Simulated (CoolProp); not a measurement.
A Linde-Hampson liquefier for ethane: isothermal reversible compression at 320 K from 1 atm to 15 MPa, throttling to 1 atm, return gas leaving the recuperator 5 K below the feed. Each further row changes one setting.

Values from CoolProp's reference Helmholtz-energy equation of state, Bücker 2006.

```csv
case,liquid yield per pass,compression work (kJ/kg of gas)
as stated,0.450,353
high pressure 30 MPa,?,390
warm-end temperature 350 K,?,?
warm-end gap 10 K,0.443,353
```

Some entries are withheld; supply them.


- high pressure 30 MPa, liquid yield per pass: 0.460
- warm-end temperature 350 K, liquid yield per pass: 0.351
- warm-end temperature 350 K, compression work (kJ/kg of gas): 414
